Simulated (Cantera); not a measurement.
Input: 1 mol Ca(OH)₂, 1.1 mol H₂O, 0.019 mol H₂, equilibrated at 2123 K and 32000 Pa.

Cantera equilibrium calculation (NASA polynomials, part measured and part estimated; ideal gas, pure solids and liquids). Candidate condensed phases: Ca, CaO, Ca(OH)₂, H₂O; 14 gas species. Kinetics and transport are ignored.

Base state: H₂O 0.970, H₂ 0.0191, OH 0.00550, O₂ 0.00386, H 0.000877, Ca(OH)₂ 0.000243, O 0.000179 (mole fractions); condensed: CaO(s).

Task: What changes in the equilibrium state with this change: temperature from 2123 K to 1050 K?

Result: 
```
species        before    after
-----------  --------  -------
H₂O             0.970    0.991
H₂             0.0191  0.00897
H            0.000877  1.36e-9
OH            0.00550    <1e-9
Ca(OH)₂      0.000243    <1e-9
O₂            0.00386    <1e-9
O            0.000179    <1e-9
CaO(s), mol     0.999     1.00
```

Task: What changes in the equilibrium state with this change: 0.52 mol NH₃ added?

Result: 
| species | before | after |
|---|---|---|
| H₂O | 0.970 | 0.662 |
| H₂ | 0.0191 | 0.251 |
| N₂ | 0 | 0.0821 |
| Ca(OH)₂ | 0.000243 | 0.000166 |
| NO | 0 | 2.39e-5 |
| O₂ | 0.00386 | 1.04e-5 |
| O | 0.000179 | 9.29e-6 |
| OH | 0.00550 | 0.00104 |
| CaO(s), mol | 0.999 | 0.999 |

Task: What changes in the equilibrium state with this change: H₂ from 0.019 to 1.7 mol?

Result: 
```
species        before     after
-----------  --------  --------
H₂O             0.970     0.550
H₂             0.0191     0.444
H            0.000877   0.00423
OH            0.00550  0.000648
Ca(OH)₂      0.000243  0.000138
O₂            0.00386   2.30e-6
O            0.000179   4.37e-6
CaOH          4.20e-6   2.02e-5
CaO(s), mol     0.999     0.999
```
